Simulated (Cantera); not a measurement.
Input: 1 mol SiC, 0.22 mol N2O, 77 mol H2, at 16.0 Pa.

Equilibrium computed with Cantera from the NASA thermochemical tables; the gas is ideal and each condensed phase is pure. Candidate condensed phases: C, C6H6, C7H8, C8H18, H2O, Si, SiC, SiO2, Si2N2O, Si3N4; 151 gas species. Rates play no part.

Question: At 2075 K, list the 4 most abundant gas species with their mole fractions, and the condensed phases.

Answer: H2 0.794, H 0.188, Si 0.0107, CO 0.00254. Condensed: C(graphite).
